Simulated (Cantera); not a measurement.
Input: 1 mol FeCl2, 0.19 mol H2O, 0.17 mol N2, equilibrated at 800 K and 0.130 bar.

Equilibrium computed with Cantera from the NASA thermochemical tables; the gas is ideal and each condensed phase is pure. Candidate condensed phases: Fe, FeCl2, FeCl3, FeO, Fe(OH)2, Fe(OH)3, Fe2O3, Fe3O4, H2O, NH4Cl; 37 gas species. Condensed phases not in the tables: FeOCl. The numbers say what is thermodynamically allowed, not how fast it happens.

Base state: N2 0.414, H2O 0.300, HCl 0.244, H2 0.0407, FeCl2 0.000723, Fe2Cl4 5.85e-5 (mole fractions); condensed: FeCl2(s) + Fe3O4(s).

Problem. What changes in the equilibrium state with this change: temperature from 800 K to 1298.15 K?

Solution. 
```csv
species,before,after
FeCl2,0.000723,0.596
HCl,0.244,0.248
N2,0.414,0.126
H2O,0.300,0.0165
Fe2Cl4,5.85e-5,0.0104
H2,0.0407,0.000894
Cl,<1e-9,2.08e-5
FeCl3,7.92e-7,0.00177
"FeCl2(s), mol",0.950,0
"Fe3O4(s), mol",0.0167,0
"FeO(s), mol",0,0.168
```
The tables' stoichiometric FeO is somewhat more stable than real wüstite, so its field is too wide. FeO: taken at fixed stoichiometry.
